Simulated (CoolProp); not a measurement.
Vapour-liquid equilibrium of ethylene (1) + propane (2) at 187.7 K; x and y are mole fractions of (1).

The numbers come from the multi-fluid Helmholtz-energy mixture model, Smukala 2000 and Lemmon 2009; pair parameters Bell 2016 in CoolProp.

| x | bubble pressure (MPa) | y at the bubble point | dew pressure at overall composition x (MPa) | liquid density (mol/L) |
|---|---|---|---|---|
| 0.05 | 0.02381 | 0.638 | 0.009443 | 14.46 |
| 0.2 | 0.06756 | 0.890 | 0.01116 | 15.11 |
| 0.35 | 0.1086 | 0.942 | 0.01364 | 15.80 |
| 0.5 | 0.1462 | 0.965 | 0.01754 | 16.53 |
| 0.65 | 0.1813 | 0.979 | 0.02455 | 17.30 |
| 0.8 | 0.2158 | 0.989 | 0.04085 | 18.11 |
| 0.95 | 0.2523 | 0.997 | 0.1194 | 18.97 |

No azeotrope shows between x = 0.05 and 0.95.

The pair parameters rest on a limited set of measurements; away from them the model extrapolates.
